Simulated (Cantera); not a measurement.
Feed: 1 mol Si3N4, 9.6 mol O2, a varied amount of H2, at 1823 K and 21.0 mbar.

Cantera equilibrium calculation (NASA polynomials, part measured and part estimated; ideal gas, pure solids and liquids). Candidate condensed phases: H2O, Si, SiO2, Si2N2O, Si3N4; 35 gas species. The tables hold silica as quartz up to 1696 K and as liquid above; real silica turns to tridymite and cristobalite and melts near 1996 K. Gases not in the tables: Si(OH)4. Kinetics and transport are ignored.

x: gas mole fraction; n: condensed amount in mol.

```
n(H2) (mol)  x H2O      x H2     x O2    x N2  n SiO2(condensed)
-----------  -----  --------  -------  ------  -----------------
7.5          0.603  0.000580    0.228   0.161               3.00
11           0.775         …        …       …               3.00
15           0.775     0.106  1.14e-5   0.118               3.00
22           0.549     0.365  4.77e-7  0.0832               3.00
31               …         …        …       …               2.99
44           0.287     0.667  3.90e-8  0.0434               2.98
63           0.203     0.763  1.50e-8  0.0307               2.96
```

### Question
Complete the blanks.

### Answer

- 31, x H2O: 0.400
- 31, x H2: 0.537
- 31, x O2: 1.17e-7
- 31, x N2: 0.0605
- 11, x H2: 0.00129
- 11, x O2: 0.0767
- 11, x N2: 0.141
